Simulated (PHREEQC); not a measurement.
Make-up at 75 °C: 0.0016 mol/kgw H2SO4, 0.00019 mol/kgw LiCl and 0.00079 mol/kgw MnSO4. Closed to the air; pH follows from the charge balance.

All values are PHREEQC results (ion-association model, phreeqc.dat), not measurements.

No solid was allowed to form.

Question: Estimate the pH.

Answer: pH 2.66.

Question: In which forms is S present?

Answer: SO4-2 59 %, HSO4- 34 %, MnSO4 7.2 % of the S.

Constants without temperature data keep their 25 °C values here.
